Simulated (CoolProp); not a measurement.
Values from CoolProp's reference Helmholtz-energy equation of state, Lemmon 2005. It is a short technical equation, of lower accuracy than the large ones.

Problem. Give the vapour pressure (kPa), liquid density (kg/m³), vapour density (kg/m³), surface tension (mN/m) of saturated 1-butene at 259.4 K.

Solution. 
```csv
T (K),p (kPa),liquid density (kg/m³),vapour density (kg/m³),surface tension (mN/m)
259.4,75.1,634,2.02,16.9
```

Surface tension comes from a separate correlation (Mulero 2012).
